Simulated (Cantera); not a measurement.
Charge: 1 mol CO2, 0.028 mol SO2, 0.12 mol H2, at 675 °C and 3.10 bar.

These are equilibrium values from Cantera (NASA tables, ideal gas, pure condensed phases), not measurements of a reactor. Gases not in the tables: S3 to S7. Kinetics and transport are ignored.

```json
[
 {"species": "CO2", "before": "0.861", "after": "0.856"},
 {"species": "H2O", "before": "0.0815", "after": "0.0842"},
 {"species": "CO", "before": "0.0276", "after": "0.0315"},
 {"species": "H2S", "before": "0.0209", "after": "0.0171"},
 {"species": "SO2", "before": "6.44e-6", "after": "0.000156"},
 {"species": "S2", "before": "0.000104", "after": "0.00230"},
 {"species": "COS", "before": "0.00387", "after": "0.00305"},
 {"species": "H2", "before": "0.00473", "after": "0.00561"}
]
```
Gas species are given as mole fractions.

### Question
What was changed between the two runs?
A) H2 from 0.12 to 0.29 mol
B) temperature from 675 °C to 2577 °C
C) pressure from 3.10 bar to 67.0 mbar
D) CO2 replaced by CS2

### Answer
C, pressure from 3.10 bar to 67.0 mbar
